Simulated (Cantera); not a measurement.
Charge: 1 mol Al(CH3)3, 2 mol N2O, 12 mol H2, at 75.0 Torr.

Equilibrium computed with Cantera from the NASA thermochemical tables; the gas is ideal and each condensed phase is pure. Candidate condensed phases: Al, AlN, Al2O3, C, C6H6, C7H8, C8H18, H2O; 148 gas species. The feed counts by its element totals alone. Mutual solubility and eutectic melting of coexisting phases are not modelled. Condensed phases not in the tables: aluminium oxynitride. Equilibrium is a limit: real reactors are often held back by kinetics, nucleation or transport.

log p: log10 of the partial pressure in bar; n: condensed amount in mol.

```tsv
T (K)	log p H2	log p N2	log p CO	log p H	log p HCN	n Al2O3(s)	n C(graphite)	n AlN(s)
1225	-1.06	-1.98	-2.58	-7.04	-5.53	0.500	2.48	0
1300	-1.06	-1.98	-2.58	-6.49	-5.20	0.500	2.49	0
1375	-1.06	-1.98	-2.58	-6.00	-4.91	0.500	2.49	0
1450	-1.06	-1.98	-2.58	-5.55	-4.65	0.500	2.49	0
1525	-1.07	-2.00	-2.38	-5.16	-4.44	0.401	2.19	0.197
1600	-1.08	-2.10	-2.05	-4.80	-4.28	0.0762	1.21	0.848
1675	-1.08	-2.13	-2.00	[?]	[?]	0	0.980	1.000
1750	-1.08	-2.13	-2.00	-4.18	-3.93	0	0.971	1.000
1825	-1.08	-2.13	-2.00	[?]	[?]	0	0.956	0.998
1900	-1.09	-2.13	-2.00	-3.64	-3.62	0	0.937	0.992
1975	-1.09	-2.13	-2.00	-3.41	-3.48	0	0.910	0.966
```

Task: What belongs in the gaps?

Result: 
- 1675, log p H: -4.48
- 1675, log p HCN: -4.10
- 1825, log p H: -3.90
- 1825, log p HCN: -3.77
